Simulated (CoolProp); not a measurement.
Vapour-liquid equilibrium of R245fa (1) + isopentane (2) at 394 K; x and y are mole fractions of (1).

Computed with CoolProp (multi-fluid Helmholtz-energy mixture model, Akasaka 2015 and Lemmon 2006; pair parameters Bell 2016).

### Question
Give the bubble pressure and the first vapour's composition at x = 0.35, 0.55, 0.95. Is there an azeotrope?

### Answer
x = 0.35: 1.906 MPa, y = 0.505; x = 0.55: 2.115 MPa, y = 0.629; x = 0.95: 2.058 MPa, y = 0.927. y crosses x between x = 0.65 and 0.75: the model has an azeotrope there.

Pair parameters are fitted to limited data, so mixtures are less certain than the pure fluids.
